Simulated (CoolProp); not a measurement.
Vapour-liquid equilibrium of carbon dioxide (1) + propylene (2) at 12 bar; x and y are mole fractions of (1).

Values from CoolProp's multi-fluid Helmholtz-energy mixture model, Span 1996 and Lemmon 2013; pair parameters Bell 2016.

Q: Give the bubble temperature and the first vapour's composition at x = 0.05, 0.2, 0.5. Is there an azeotrope?

A: x = 0.05: 289.1 K, y = 0.234; x = 0.2: 267.1 K, y = 0.620; x = 0.5: 249.1 K, y = 0.840. No azeotrope shows between x = 0.05 and 0.95.

Pair parameters are fitted to limited data, so mixtures are less certain than the pure fluids.
